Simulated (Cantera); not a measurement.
An adiabatic, constant-pressure homogeneous reactor starts with CH4 : O2 : N2 : CO2 = 1 : 4.08 : 15.3 : 0.36 (molar parts), at 1425 K and 0.310 bar.

Computed with Cantera and GRI-Mech 3.0 (53 species, 325 reactions).

### Question
Predict: time of steepest temperature rise; temperature at 6.00 s; equilibrium temperature; x(O2) at 6.00 s; x(O) at 6.00 s; x(NO2) at 6.00 s.

### Answer
| Quantity | Value |
|---|---|
| time of steepest temperature rise | 4.93 ms |
| temperature at 6.00 s | 2305 K |
| equilibrium temperature | 2305 K |
| x(O2) at 6.00 s | 0.0940 (gas-phase equilibrium 0.0940) |
| x(O) at 6.00 s | 0.00282 (gas-phase equilibrium 0.00282) |
| x(NO2) at 6.00 s | 4.22e-6 (gas-phase equilibrium 4.22e-6) |
